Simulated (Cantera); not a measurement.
An adiabatic, constant-volume homogeneous reactor starts with CH₃OH : O₂ : N₂ = 1 : 1.95 : 7.32 (molar parts), equivalence ratio 0.77, at 1050 K and 760 Torr.

Model: GRI-Mech 3.0 (53 species, 325 reactions), integrated in Cantera. GRI-Mech 3.0 was tuned for natural gas; its chemistry of methanol as a main component is partial and can be far from experiment.

x: mole fraction; the columns are a selection and need not sum to one.

```csv
t (s),T (K),P (bar),x CH₃OH,x O₂,x HCN,x CH₄,x H₂O₂,x H
1.00e-6,1050,1.01,0.0974,0.190,<1e-12,<1e-12,<1e-12,3.40e-12
3.05e-6,1050,1.01,0.0974,0.190,<1e-12,<1e-12,<1e-12,4.48e-12
9.30e-6,1050,1.01,0.0974,0.190,<1e-12,7.69e-12,<1e-12,4.66e-12
2.83e-5,1050,1.01,0.0974,0.190,<1e-12,6.58e-11,<1e-12,4.76e-12
8.64e-5,1050,1.01,0.0974,0.190,<1e-12,4.87e-10,<1e-12,4.96e-12
0.000263,1050,1.01,0.0974,0.190,<1e-12,2.63e-9,<1e-12,5.12e-12
0.000803,1050,1.01,0.0974,0.190,<1e-12,1.00e-8,7.71e-12,5.17e-12
0.00245,1050,1.01,0.0974,0.190,<1e-12,3.26e-8,2.04e-10,5.28e-12
0.00747,1050,1.01,0.0974,0.190,<1e-12,1.01e-7,___,5.79e-12
0.0228,1050,1.01,0.0974,0.190,<1e-12,3.07e-7,___,9.52e-12
0.0694,1050,1.01,0.0973,0.190,<1e-12,9.05e-7,___,4.99e-11
0.212,2654,2.74,<1e-12,0.0415,2.23e-10,<1e-12,5.44e-7,0.00225
0.645,2654,2.74,<1e-12,0.0415,2.23e-10,<1e-12,5.44e-7,0.00225
1.97,2654,2.74,<1e-12,0.0415,2.23e-10,<1e-12,5.44e-7,0.00225
6.00,2654,2.74,<1e-12,0.0415,2.23e-10,<1e-12,5.44e-7,0.00225
```

### Question
Some entries are withheld; supply them.

### Answer

- 0.00747, x H₂O₂: 4.18e-9
- 0.0228, x H₂O₂: 5.74e-8
- 0.0694, x H₂O₂: 7.45e-7
